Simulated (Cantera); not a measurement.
An isothermal, constant-pressure homogeneous reactor starts with N2O : H2 : N2 = 1 : 0.031 : 0.75 (molar parts), at 1575 K and 160000 Pa. Integrator tolerance rtol = 1e-08.

Computed with Cantera and GRI-Mech 3.0 (53 species, 325 reactions). GRI-Mech 3.0 was tuned for natural gas; its chemistry of N2O as a main component is partial and can be far from experiment. The temperature is held fixed by assumption; the heat of reaction is taken as removed at once.

Problem. What does this change do: temperature 1575 to 1375 K?

Solution. 
| quantity | before | after |
|---|---|---|
| x(N2O) at 300 s | 3.22e-7 (gas-phase equilibrium 1.31e-7) | 6.71e-7 (gas-phase equilibrium 5.06e-8) |
| x(H2) at 300 s | 1.19e-7 (gas-phase equilibrium 1.16e-7) | 7.64e-9 (gas-phase equilibrium 7.21e-9) |
| x(NO2) at 300 s | 0.000129 (gas-phase equilibrium 9.51e-6) | 0.000455 (gas-phase equilibrium 6.51e-6) |
| x(HO2) at 300 s | 1.30e-7 (gas-phase equilibrium 1.36e-7) | 2.83e-8 (gas-phase equilibrium 3.09e-8) |
| x(O2) at 300 s | 0.202 (gas-phase equilibrium 0.213) | 0.190 (gas-phase equilibrium 0.214) |
The mechanism lacks the step 2 NO + O2 → 2 NO2, which can matter for NO2 below about 1400 K.
